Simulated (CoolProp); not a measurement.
2000 sccm (0 °C, 1 atm) of nitrogen bubbles through liquid ethylbenzene at 351.2 K and leaves saturated at a total pressure of 0.15 MPa (ideal gas phase). Each further row changes one setting.

Values from CoolProp's reference Helmholtz-energy equation of state, Zhou 2012.

| case | vapour pressure (kPa) | mole fraction of vapour | delivery (mg/min) | delivery (sccm) | change of delivery for a bath 1 K warmer (%) |
|---|---|---|---|---|---|
| as stated | 15.6 | 0.104 | 1100 | 232 | 4.4 |
| bath temperature 356.2 K | 18.8 | 0.125 | 1360 | 287 | 4.4 |
| total pressure 0.3 MPa | 15.6 | 0.0519 | 518 | 109 | 4.2 |
